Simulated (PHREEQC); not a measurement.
Consider water at 20 °C with 0.27 mol/kgw NH3 and 0.00032 mol/kgw KH2PO4. Closed to the air; pH follows from the charge balance.

Equilibrium calculation in PHREEQC: ion-association model, wateq4f.dat.

| quantity | before | after |
|---|---|---|
| pH | 11.46 | 11.07 |
| ionic strength (mol/kgw) | 0.00318 | 0.00186 |
| NH4+ (mol/kgw) | 0.00246 | 0.00118 |
| PO4-3 (mol/kgw) | 4.42e-5 | 1.83e-5 |
| H2PO4- (mol/kgw) | 1.31e-8 | 3.67e-8 |

Task: What was changed between the two runs?
A) KH2PO4 from 0.00032 to 0.000352 mol/kgw
B) NH3 from 0.27 to 0.054 mol/kgw
C) KH2PO4 replaced by (NH4)2HPO4 at the same molality
D) 0.16 mol/kgw HBr added

Result: B, NH3 from 0.27 to 0.054 mol/kgw

No solid was allowed to form. H3PO4, which wateq4f.dat lacks, is added to it with the constant of phreeqc.dat.
